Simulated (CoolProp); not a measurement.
Properties of isopentane along the isobar 19.7 MPa.

Computed with CoolProp (reference Helmholtz-energy equation of state, Lemmon 2006). It is a short technical equation, of lower accuracy than the large ones.

| T (°C) | phase | cp (kJ/(kg K)) | cv (kJ/(kg K)) | isothermal compressibility (1/MPa) | conductivity (mW/(m K)) | fugacity coefficient |
|---|---|---|---|---|---|---|
| -14.75 | liquid | 2.046 | 1.560 | 0.001174 | 124 | 0.002376 |
| 3.65 | liquid | 2.121 | 1.630 | 0.001350 | 118 | 0.005194 |
| 22.05 | liquid | 2.200 | 1.702 | 0.001557 | 114 | 0.01009 |
| 40.55 | liquid | 2.281 | 1.777 | 0.001804 | 109 | 0.01785 |
| 58.95 | liquid | 2.364 | 1.851 | 0.002098 | 105 | 0.02911 |
| 77.35 | liquid | 2.448 | 1.927 | 0.002452 | 101 | 0.04445 |
| 95.75 | liquid | 2.533 | 2.002 | 0.002881 | 97.1 | 0.06427 |
| 114.25 | liquid | 2.618 | 2.078 | 0.003405 | 93.5 | 0.08884 |
| 132.65 | liquid | 2.703 | 2.153 | 0.004042 | 90.0 | 0.1178 |
| 151.05 | liquid | 2.786 | 2.227 | 0.004820 | 86.7 | 0.1510 |
| 169.45 | liquid | 2.869 | 2.301 | 0.005767 | 83.7 | 0.1880 |
| 187.85 | supercritical | 2.949 | 2.373 | 0.006915 | 80.9 | 0.2281 |

Thermal conductivity comes from a separate model (Vassiliou 2015).
